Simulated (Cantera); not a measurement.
What does this Cantera script print?

```python
import numpy as np
import cantera as ct

gas_names = [...]  # 136 gases of nasa_gas.yaml made of C, H, N, O
cond_names = """
    C(gr) C6H6(L) C7H8(L) C8H18(L),n-octa H2O(s) H2O(L)
""".split()


# ... load() reads the species with a 1 bar reference pressure and builds the phases ...
atoms = {
    'C3H6': {'C': 3, 'H': 6},
    'CO2': {'C': 1, 'O': 2},
    'N2': {'N': 2},
    'NH3': {'N': 1, 'H': 3},
}
top_T = {'C(gr)': 4500}  # K; cautious upper limits of use, not melting points


# ... equilibrate(T, P, feed) seeds the gas with the atoms and calls Mixture.equilibrate('TP', solver="vcs", rtol=1e-11, max_steps=5000) ...
results = []
feed = {'C3H6': 1, 'CO2': 0.15, 'N2': 1.2, 'NH3': 0.19}  # mol
T = 1648  # K
for P in [10, 100, 1000, 10000, 100000, 1000000, 10000000]:
    mix = equilibrate(T, P, feed)
    results.append((T, P, feed, dict(zip(mix.species_names, mix.species_moles))))

top = {s: max(r[3][s] / sum(r[3][g] for g in gas_names) for r in results) for s in gas_names}
cols = sorted((s for s in top if top[s] > 0.001), key=lambda s: -top[s])[:9]
seen = [c for c in cond_names if any(r[3].get(c, 0) > 1e-12 for r in results)]
print("log10 of partial pressures in bar; condensed amounts in mol")
print(f"{'P/Pa':>10s}" + "".join(f"{s[:9]:>10s}" for s in cols + seen))
for T, P, feed, n in results:
    ng = sum(n[g] for g in gas_names)
    print(f"{P:10.4g}" + "".join(f"{np.log10(max(n[s] / ng * P / 1e5, 1e-99)):10.3f}" for s in cols)
          + "".join(f"{n.get(c, 0):10.4g}" for c in seen))
```

It prints:

```
log10 of partial pressures in bar; condensed amounts in mol
      P/Pa        H2        N2        CO       CH4         H       H2O       HCN       NH3     C(gr)
        10    -4.176    -4.579    -5.213   -11.225    -6.138   -12.575    -6.941   -12.938     2.844
       100    -3.174    -3.578    -4.212    -9.220    -5.637   -10.572    -5.939   -10.933     2.844
      1000    -2.173    -2.577    -3.211    -7.218    -5.137    -8.570    -4.939    -8.932     2.844
     1e+04    -1.172    -1.577    -2.211    -5.218    -4.637    -6.570    -3.939    -6.932     2.844
     1e+05    -0.173    -0.577    -1.211    -3.219    -4.137    -4.570    -2.939    -4.932     2.841
     1e+06     0.822     0.426    -0.211    -1.228    -3.639    -2.574    -1.940    -2.938     2.816
     1e+07     1.782     1.445     0.793     0.691    -3.159    -0.611    -0.950    -0.989     2.627
```

These are equilibrium values from Cantera (NASA tables, ideal gas, pure condensed phases), not measurements of a reactor. The ideal-gas law is rough above about 30 bar.
